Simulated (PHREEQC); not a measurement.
A solution holds 2.6 mmol/kgw Ba(NO3)2, at 25 °C. It is in equilibrium with CO2 at log p = -3.4 (atm). Otherwise closed; pH follows from the charge balance.

Equilibrium calculation in PHREEQC: ion-association model, wateq4f.dat.

Each row changes one thing in this solution. Precipitation was switched off in this run.

```
case                                                  pH  CO2 (mol/kgw)  HCO3- (mol/kgw)
--------------------------------------------------  ----  -------------  ---------------
as made                                             5.60        1.35e-5          2.65e-6
diluted 10-fold with water                          5.61        1.36e-5          2.53e-6
Ba(NO3)2 from 0.0026 to 0.0039 mol/kgw              5.60        1.35e-5          2.68e-6
Ba(NO3)2 replaced by Ni(NO3)2 at the same molality  5.50        1.35e-5          2.08e-6
temperature from 25 to 15 °C                        5.58        1.81e-5          2.84e-6
Ba(NO3)2 replaced by Pb(NO3)2 at the same molality  5.14        1.35e-5          9.05e-7
Ba(NO3)2 from 0.0026 to 0.00026 mol/kgw             5.61        1.36e-5          2.53e-6
```
